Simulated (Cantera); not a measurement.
Charge: 1 mol SiH2Cl2, 23 mol N2, 0.63 mol H2, at 1123 K and 12.0 Pa.

Cantera equilibrium calculation (NASA polynomials, part measured and part estimated; ideal gas, pure solids and liquids). Candidate condensed phases: NH4Cl, Si, Si3N4; 28 gas species. N2 is the only nitrogen source here; it is nearly inert below about 1500 K, so the nitride shown seldom forms there in practice. The tables' values for SiCl3 are old estimates; treat these amounts as uncertain. Equilibrium is a limit: real reactors are often held back by kinetics, nucleation or transport.

Base state: N2 0.895, HCl 0.0770, H2 0.0268, SiCl4 0.000508, SiCl2 0.000352, SiCl3 0.000120 (mole fractions); condensed: Si3N4(s).

Q: What changes in the equilibrium state with this change: SiH2Cl2 replaced by SiCl4?

A: 
| species | before | after |
|---|---|---|
| N2 | 0.895 | 0.921 |
| HCl | 0.0770 | 0.0479 |
| SiCl4 | 0.000508 | 0.0254 |
| H2 | 0.0268 | 0.00145 |
| SiCl3 | 0.000120 | 0.00225 |
| SiCl2 | 0.000352 | 0.00246 |
| SiHCl3 | 3.03e-6 | 1.32e-5 |
| Si3N4(s), mol | 0.325 | 0.0841 |
